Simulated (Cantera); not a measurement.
Charge: 1 mol SiH₂Cl₂, 55 mol N₂, at 752 °C and 0.500 bar.

Equilibrium computed with Cantera from the NASA thermochemical tables; the gas is ideal and each condensed phase is pure. Candidate condensed phases: NH₄Cl, Si, Si₃N₄; 28 gas species. N₂ is the only nitrogen source here; it is nearly inert below about 1500 K, so the nitride shown seldom forms there in practice. Kinetics and transport are ignored.

Base state: N₂ 0.967, HCl 0.0246, H₂ 0.00546, SiCl₄ 0.00273 (mole fractions); condensed: Si₃N₄(s).

**Question.** What changes in the equilibrium state with this change: temperature from 752 °C to 1700 °C?

**Answer.** 
| species | before | after |
|---|---|---|
| N₂ | 0.967 | 0.965 |
| HCl | 0.0246 | 0.0118 |
| H₂ | 0.00546 | 0.0116 |
| SiCl₂ | 4.29e-8 | 0.0113 |
| H | <1e-9 | 0.000206 |
| Cl | 1.89e-9 | 0.000155 |
| SiCl | <1e-9 | 6.33e-5 |
| Si | <1e-9 | 2.42e-5 |
| SiCl₄ | 0.00273 | 5.14e-6 |
| Si₃N₄(s), mol | 0.282 | 0.114 |
The tables' values for SiCl₃, SiCl are old estimates; treat these amounts as uncertain.
